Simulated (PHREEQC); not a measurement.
# Buffer: speciation

Dissolve 0.031 mol/kgw NaHCO3 and 0.00065 mol/kgw Na2SO4 at 85 °C. Closed to the air; pH follows from the charge balance.

Computed with PHREEQC (ion-association model, phreeqc.dat).

No solid was allowed to form.

Problem. Estimate the pH.

Solution. pH 7.75.

Problem. In which forms is Na present?

Solution. Na+ 97 %, NaCO3- 2.3 %, NaHCO3 0.8 % of the Na.

Complexes and solids missing from the database can't appear. Away from 25 °C the constants follow the database's enthalpies or fits; those with neither stay at their 25 °C values.
